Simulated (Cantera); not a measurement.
# Equilibrium for silicon epitaxy and polysilicon growth: SiH₂Cl₂ + N₂

A closed system holds: 1 mol SiH₂Cl₂, 52 mol N₂, held at 1823 K.

Cantera equilibrium calculation (NASA polynomials, part measured and part estimated; ideal gas, pure solids and liquids). Candidate condensed phases: NH₄Cl, Si, Si₃N₄; 28 gas species. The tables' values for SiCl₃, SiCl, SiN are old estimates; treat these amounts as uncertain. Equilibrium is a limit: real reactors are often held back by kinetics, nucleation or transport.

```csv
P (Pa),x N₂,x HCl,x H₂,x SiCl₂,n Si(l),n Si₃N₄(s)
100,0.958,0.00829,0.0135,0.0135,0,0
350,0.961,0.00809,0.0140,0.0140,0.143,0
1300,0.962,0.00818,0.0142,0.0141,0.200,0
4500,0.963,0.0111,0.0129,0.0127,0,0.101
16000,0.963,0.0146,0.0112,0.0108,0,0.134
56000,0.963,0.0182,0.00952,0.00857,0,0.169
200000,0.963,0.0214,0.00796,0.00606,0,0.204
```
x: gas mole fraction; n: condensed amount in mol.

At 0.750 Torr nothing is condensed. From 2.63 Torr to 9.75 Torr the condensed part is Si(l). From 33.8 Torr to 1500 Torr the condensed part is Si₃N₄(s). The main Si-bearing gas is SiCl₂ throughout. The share of Si in condensed phases is highest at 1500 Torr (61.2 %) and lowest at 0.750 Torr (0.0 %).
